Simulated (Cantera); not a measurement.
Input (Python, Cantera):

```python
import numpy as np
import cantera as ct

gas = ct.Solution("h2o2.yaml")
gas.TPX = 650, 11000, {'H2': 1, 'O2': 0.667, 'N2': 2.51, 'H2O': 0.0055}
flame = ct.FreeFlame(gas, width=0.19)
flame.set_refine_criteria(ratio=3, slope=0.08, curve=0.16)
flame.transport_model = "mixture-averaged"
flame.solve(loglevel=0, auto=True)
z, T = flame.grid, flame.T
thick = (T[-1] - T[0]) / np.gradient(T, z).max()
show = ['H2', 'O2', 'HO2', 'OH', 'H', 'H2O2']
print(f"laminar burning velocity  {flame.velocity[0] * 100:.3f} cm/s")
print(f"burnt temperature         {T[-1]:.1f} K")
print(f"thermal thickness         {thick * 1e3:.4f} mm")
print(f"grid points               {len(z)}")
z0 = z[flame.heat_release_rate.argmax()]
print(f"{'z/mm':>9s}{'T/K':>9s}{'u/(m/s)':>9s}" + "".join(f"{s:>11s}" for s in show))
rows = []
for k in (-3, -2, -1.5, -1, -0.5, -0.25, 0, 0.25, 0.5, 1, 2, 4, 8):
    zz = z0 + k * thick
    rows.append([k * thick, np.interp(zz, z, T), np.interp(zz, z, flame.velocity),
                 *(np.interp(zz, z, flame.X[gas.species_index(s)]) for s in show)])
    print(f"{rows[-1][0] * 1e3:9.3f}{rows[-1][1]:9.1f}{rows[-1][2]:9.3f}" + "".join(f"{x:11.3e}" for x in rows[-1][3:]))
```

Output:

```
laminar burning velocity  608.788 cm/s
burnt temperature         2277.4 K
thermal thickness         9.0632 mm
grid points               122
     z/mm      T/K  u/(m/s)         H2         O2        HO2         OH          H       H2O2
  -27.190    650.0    6.088  2.391e-01  1.595e-01  1.010e-12  4.660e-17  1.384e-14  5.706e-15
  -18.126    650.0    6.088  2.391e-01  1.595e-01  4.789e-11  2.742e-14  8.774e-12  7.144e-15
  -13.595    650.0    6.088  2.391e-01  1.595e-01  2.097e-09  2.137e-12  7.423e-10  6.316e-14
   -9.063    650.0    6.088  2.391e-01  1.595e-01  4.266e-07  9.391e-10  2.707e-07  8.199e-11
   -4.532    656.7    6.145  2.377e-01  1.594e-01  3.653e-05  2.120e-05  3.722e-04  2.791e-07
   -2.266    754.3    6.997  2.178e-01  1.558e-01  2.750e-05  2.669e-04  7.753e-03  3.422e-07
    0.000   1096.2    9.893  9.683e-02  1.109e-01  1.370e-05  3.344e-03  5.544e-02  7.297e-07
    2.266   1348.5   12.018  3.017e-02  6.609e-02  6.977e-06  7.867e-03  6.787e-02  8.175e-07
    4.532   1464.9   12.962  2.781e-02  6.098e-02  5.475e-06  1.016e-02  5.839e-02  6.289e-07
    9.063   1600.4   14.028  2.776e-02  5.779e-02  4.280e-06  1.285e-02  4.611e-02  3.774e-07
   18.126   1748.1   15.156  2.630e-02  5.463e-02  3.263e-06  1.542e-02  3.368e-02  1.985e-07
   36.253   1898.2   16.269  2.310e-02  5.163e-02  2.416e-06  1.721e-02  2.235e-02  1.064e-07
   72.505   2040.4   17.293  1.836e-02  4.898e-02  1.809e-06  1.761e-02  1.313e-02  6.462e-08
```

Detailed kinetics in Cantera: the H2/O2 subset of GRI-Mech 3.0, which has no nitrogen chemistry. Burning velocities carry a grid error of a few per cent, more on coarse grids.
